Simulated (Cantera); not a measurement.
What does this Cantera script print?

```python
import numpy as np
import cantera as ct

gas = ct.Solution("h2o2.yaml")
gas.TPX = 350, 10000, {'H2': 0.76, 'O2': 0.417, 'N2': 1.57}
flame = ct.FreeFlame(gas, width=0.2)
flame.set_refine_criteria(ratio=3, slope=0.08, curve=0.16)
flame.transport_model = "mixture-averaged"
flame.solve(loglevel=0, auto=True)
z, T = flame.grid, flame.T
thick = (T[-1] - T[0]) / np.gradient(T, z).max()
show = ['H2', 'O2', 'HO2', 'H2O', 'H', 'H2O2']
print(f"laminar burning velocity  {flame.velocity[0] * 100:.3f} cm/s")
print(f"burnt temperature         {T[-1]:.1f} K")
print(f"thermal thickness         {thick * 1e3:.4f} mm")
print(f"grid points               {len(z)}")
z0 = z[flame.heat_release_rate.argmax()]
print(f"{'z/mm':>9s}{'T/K':>9s}{'u/(m/s)':>9s}" + "".join(f"{s:>11s}" for s in show))
rows = []
for k in (-3, -2, -1.5, -1, -0.5, -0.25, 0, 0.25, 0.5, 1, 2, 4, 8):
    zz = z0 + k * thick
    rows.append([k * thick, np.interp(zz, z, T), np.interp(zz, z, flame.velocity),
                 *(np.interp(zz, z, flame.X[gas.species_index(s)]) for s in show)])
    print(f"{rows[-1][0] * 1e3:9.3f}{rows[-1][1]:9.1f}{rows[-1][2]:9.3f}" + "".join(f"{x:11.3e}" for x in rows[-1][3:]))
```

It prints:

```
laminar burning velocity  222.196 cm/s
burnt temperature         2267.3 K
thermal thickness         8.0197 mm
grid points               129
     z/mm      T/K  u/(m/s)         H2         O2        HO2        H2O          H       H2O2
  -24.059    350.0    2.222  2.767e-01  1.518e-01 -1.614e-15  1.189e-15  2.668e-19 -4.358e-16
  -16.039    350.0    2.222  2.767e-01  1.518e-01  4.044e-14  5.309e-14  1.596e-17  4.238e-17
  -12.030    350.0    2.222  2.767e-01  1.518e-01  5.041e-12  5.148e-12  1.202e-15  5.974e-14
   -8.020    350.0    2.222  2.767e-01  1.518e-01  1.546e-09  1.208e-09  2.823e-12  1.920e-11
   -4.010    351.8    2.230  2.755e-01  1.520e-01  1.913e-05  2.580e-05  2.472e-06  7.229e-07
   -2.005    543.9    3.378  2.479e-01  1.488e-01  5.667e-05  1.367e-02  4.310e-03  2.157e-05
    0.000   1010.5    6.055  1.296e-01  1.083e-01  1.508e-05  1.059e-01  4.573e-02  4.946e-07
    2.005   1300.8    7.712  4.274e-02  4.997e-02  5.872e-06  2.079e-01  6.883e-02  7.560e-07
    4.010   1424.4    8.392  3.577e-02  4.125e-02  4.156e-06  2.232e-01  6.189e-02  6.363e-07
    8.020   1561.3    9.118  3.626e-02  3.772e-02  3.154e-06  2.313e-01  4.966e-02  3.992e-07
   16.039   1708.3    9.873  3.542e-02  3.417e-02  2.360e-06  2.411e-01  3.711e-02  2.095e-07
   32.079   1856.8   10.612  3.252e-02  3.048e-02  1.727e-06  2.528e-01  2.558e-02  1.088e-07
   64.158   1997.2   11.290  2.770e-02  2.683e-02  1.271e-06  2.659e-01  1.605e-02  6.274e-08
```

Cantera simulation using the H2/O2 subset of GRI-Mech 3.0, which has no nitrogen chemistry; the numbers are that mechanism's predictions, not measurements. Burning velocities carry a grid error of a few per cent, more on coarse grids.
